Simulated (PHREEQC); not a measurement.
A made-up water analysis in mg/L, 25 °C, pH 6.45, pe -0.2:

```csv
constituent,mg/L
Na,12600
K,263
Ca,1080
Mg,504
Cl,21300
S(6) as SO4,3090
Alkalinity as HCO3,7.23e-08
Si as SiO2,46.4
```

Valence states are taken as typed.

The numbers come from PHREEQC with the ion-association model with the Debye-Hückel limiting law, phreeqc.dat.

The ionic strength comes out as 0.764 mol/kgw. What activity coefficients do KSO4-, SO4-2, NaSO4-, Ca+2, Cl- get?

KSO4- 0.36, SO4-2 0.016, NaSO4- 0.36, Ca+2 0.016, Cl- 0.36.

Precipitation was switched off in this run. Examples of supersaturated solids here: Quartz (slow to form), Chalcedony (slow to form). Others may be too. The ionic strength is past about 0.7 mol/kgw, beyond the range of this activity model, so the values are rough. Complexes and solids missing from the database can't appear.
